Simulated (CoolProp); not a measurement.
Saturated liquid density (kg/m³) of dimethyl carbonate: the reference equation beside estimates from Tc = 283.9 °C, pc = 4.909 MPa, ω = 0.346.

The numbers come from the reference Helmholtz-energy equation of state, Zhou 2011 in CoolProp.

| T (°C) | reference | Redlich-Kwong | Soave-Redlich-Kwong |
|---|---|---|---|
| 123.45 | … | … | 825.0 |
| 136.55 | 904.5 | … | 805.0 |
| 149.75 | 883.3 | 736.7 | 783.4 |
| 162.85 | … | … | 760.3 |
| 176.05 | 838.5 | … | 735.1 |
| 189.25 | 814.3 | 661.6 | 707.8 |
| 202.35 | … | 633.1 | 678.0 |
| 215.55 | 760.7 | 601.9 | … |

Question: Some entries are withheld; supply them.

Answer: 
- 123.45, reference: 924.8
- 123.45, Redlich-Kwong: 779.8
- 136.55, Redlich-Kwong: 758.9
- 162.85, reference: 861.5
- 162.85, Redlich-Kwong: 713.4
- 176.05, Redlich-Kwong: 688.4
- 202.35, reference: 788.7
- 215.55, Soave-Redlich-Kwong: 644.9

Absolute difference from the reference over all 8 rows, mean and median: Redlich-Kwong 17.9 and 17.5 %, Soave-Redlich-Kwong 12.4 and 12.0 %.
